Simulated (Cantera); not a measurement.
What does this Cantera script print?

```python
import numpy as np
import cantera as ct

gas_names = """
    CL CL2 H HCL H2 Si SiCL SiCL2 SiCL3 SiCL4 SiH SiHCL3 SiH2 SiH2CL2 SiH3 SiH3CL SiH4 Si2 Si3
""".split()
cond_names = """
    Si(cr) Si(L)
""".split()


# ... load() reads the species with a 1 bar reference pressure and builds the phases ...
atoms = {
    'Si': {'Si': 1},
    'HCl': {'H': 1, 'CL': 1},
    'H2': {'H': 2},
    'Cl2': {'CL': 2},
}
top_T = {}  # K; cautious upper limits of use, not melting points


# ... equilibrate(T, P, feed) seeds the gas with the atoms and calls Mixture.equilibrate('TP', solver="vcs", rtol=1e-11, max_steps=5000) ...
results = []
feed = {'Si': 1, 'HCl': 5.2, 'H2': 9.6, 'Cl2': 0.83}  # mol
T = 748.15  # K
P = 320000  # Pa
mix = equilibrate(T, P, feed)
results.append((T, P, feed, dict(zip(mix.species_names, mix.species_moles))))
print(gas.report(threshold=0.0001))
for i in range(1, mix.n_phases):
    print(f"{mix.phase(i).name:16s} {mix.phase_moles(i):12.5e} mol")
```

Result:

```
       temperature   748.15 K
          pressure   3.2e+05 Pa
           density   1.0404 kg/m^3
  mean mol. weight   20.223 kg/kmol
   phase of matter   gas

                          1 kg             1 kmol
                     ---------------   ---------------
          enthalpy       -2.3726e+06       -4.7982e+07  J
   internal energy       -2.6802e+06       -5.4202e+07  J
           entropy            9051.7        1.8305e+05  J/K
    Gibbs function       -9.1446e+06       -1.8493e+08  J
 heat capacity c_p            1717.2             34728  J/K
 heat capacity c_v            1306.1             26413  J/K

                      mass frac. Y      mole frac. X     chem. pot. / RT
                     ---------------   ---------------   ---------------
               HCL           0.35263            0.1956           -38.908
                H2          0.073374           0.73605           -15.979
             SiCL4           0.57324           0.06824           -151.58
            SiHCL3        0.00075727        0.00011307           -128.65
     [  +15 minor]        1.7917e-07        3.0361e-08

Si(cr)            0.00000e+00 mol
```

Method: chemical equilibrium by Gibbs-energy minimisation in Cantera with the NASA 1993 tables (ideal gas, pure condensed phases).
